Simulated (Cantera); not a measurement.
Input: 1 mol Si3N4, 0.43 mol Si, 5.9 mol N2, 0.0016 mol HCl, held at 1800 Pa.

Method: chemical equilibrium by Gibbs-energy minimisation in Cantera with the NASA 1993 tables (ideal gas, pure condensed phases). Candidate condensed phases: NH4Cl, Si, Si3N4; 28 gas species. Rates play no part.

Task: What share of the Si ends up in condensed phases as a function of T (°C), at 1425, 1500, 1575, 1650, 1725, 1800, 1875, 1950, 2025, 2100, 2175, 2250?

Result: 
```csv
T (°C),Si condensed (%),as
1425,100.0,Si3N4(s)
1500,100.0,Si3N4(s)
1575,99.9,Si(l)
1650,99.7,Si(l)
1725,99.3,Si(l)
1800,98.5,Si(l)
1875,96.8,Si(l)
1950,93.3,Si(l)
2025,86.3,Si(l)
2100,72.6,Si(l)
2175,44.9,Si(l)
2250,0.0,-
```
